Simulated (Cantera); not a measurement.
What does this Cantera script print?

```python
import numpy as np
import cantera as ct

gas_names = [...]  # 110 gases of nasa_gas.yaml made of C, H, O
cond_names = """
    C(gr) C6H6(L) C7H8(L) C8H18(L),n-octa H2O(s) H2O(L)
""".split()


# ... load() reads the species with a 1 bar reference pressure and builds the phases ...
atoms = {
    'C3H6': {'C': 3, 'H': 6},
    'O2': {'O': 2},
}
top_T = {'C(gr)': 4500}  # K; cautious upper limits of use, not melting points


# ... equilibrate(T, P, feed) seeds the gas with the atoms and calls Mixture.equilibrate('TP', solver="vcs", rtol=1e-11, max_steps=5000) ...
results = []
feed = {'C3H6': 1, 'O2': 0.011}  # mol
P = 58  # Pa
for T in [2048, 2123, 2198, 2273, 2348, 2423, 2498, 2573, 2648, 2723, 2798]:
    mix = equilibrate(T, P, feed)
    results.append((T, P, feed, dict(zip(mix.species_names, mix.species_moles))))

top = {s: max(r[3][s] / sum(r[3][g] for g in gas_names) for r in results) for s in gas_names}
cols = sorted((s for s in top if top[s] > 1e-06), key=lambda s: -top[s])[:5]
seen = [c for c in cond_names if any(r[3].get(c, 0) > 1e-12 for r in results)]
print("log10 of partial pressures in bar; condensed amounts in mol")
print(f"{'T/K':>10s}" + "".join(f"{s[:9]:>10s}" for s in cols + seen))
for T, P, feed, n in results:
    ng = sum(n[g] for g in gas_names)
    print(f"{T:10.4g}" + "".join(f"{np.log10(max(n[s] / ng * P / 1e5, 1e-99)):10.3f}" for s in cols)
          + "".join(f"{n.get(c, 0):10.4g}" for c in seen))
```

Result:

```
log10 of partial pressures in bar; condensed amounts in mol
       T/K        H2         H        C3         C        CO     C(gr)
      2048    -3.281    -4.290   -10.056   -10.078    -5.394     2.972
      2123    -3.305    -4.098    -9.320    -9.433    -5.405     2.969
      2198    -3.341    -3.925    -8.635    -8.832    -5.421     2.964
      2273    -3.392    -3.772    -7.996    -8.270    -5.443     2.959
      2348    -3.462    -3.639    -7.399    -7.745    -5.470     2.952
      2423    -3.555    -3.529    -6.841    -7.253    -5.503     2.942
      2498    -3.675    -3.441    -6.317    -6.791    -5.538     2.926
      2573    -3.822    -3.375    -5.825    -6.355    -5.573      2.89
      2648    -3.995    -3.330    -5.361    -5.945    -5.607     2.792
      2723    -4.195    -3.306    -4.924    -5.557    -5.638     2.524
      2798    -4.428    -3.304    -4.511    -5.191    -5.675     1.798
```

These are equilibrium values from Cantera (NASA tables, ideal gas, pure condensed phases), not measurements of a reactor.
